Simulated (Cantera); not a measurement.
Charge: 1 mol MgCO₃, 0.059 mol SO₃, 2.6 mol H₂O, equilibrated at 825 Torr.

Method: chemical equilibrium by Gibbs-energy minimisation in Cantera with the NASA 1993 tables (ideal gas, pure condensed phases). Candidate condensed phases: C, C₆H₆, C₇H₈, C₈H₁₈, H₂O, H₂SO₄, Mg, MgCO₃, MgO, Mg(OH)₂, MgS, MgSO₄, S; 130 gas species. Mutual solubility and eutectic melting of coexisting phases are not modelled. The numbers say what is thermodynamically allowed, not how fast it happens.

**Question.** At 750 °C, list the 4 most abundant gas species with their mole fractions, and the condensed phases.

**Answer.** H₂O 0.722, CO₂ 0.278, SO₂ 0.000450, O₂ 0.000225. Condensed: MgO(s) + MgSO₄(s).
